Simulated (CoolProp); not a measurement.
A single-stage vapour-compression cycle with ethylene: evaporating at 223.15 K (dew point), condensing at 258.15 K (bubble point), superheat 0 K, subcooling 2 K, compressor efficiency 0.65, no pressure losses. Each further row changes one setting.

Computed with CoolProp (reference Helmholtz-energy equation of state, Smukala 2000).

```
case                              cooling COP  pressure ratio  discharge temperature (K)  refrigerating effect (kJ/kg)  volumetric capacity (kJ/m³)
--------------------------------  -----------  --------------  -------------------------  ----------------------------  ---------------------------
as stated                                3.09            2.70                      299.9                           284                         5500
evaporating temperature 228.15 K         3.77            2.30                      292.5                           285                         6500
condensing temperature 253.15 K          3.79            2.38                      289.6                           301                         5820
subcooling 7 K                           3.28            2.70                      299.9                           301                         5840
superheat 10 K                           3.04            2.70                      312.4                           301                         5420
compressor efficiency 0.55               2.61            2.70                      308.4                           284                         5500
```
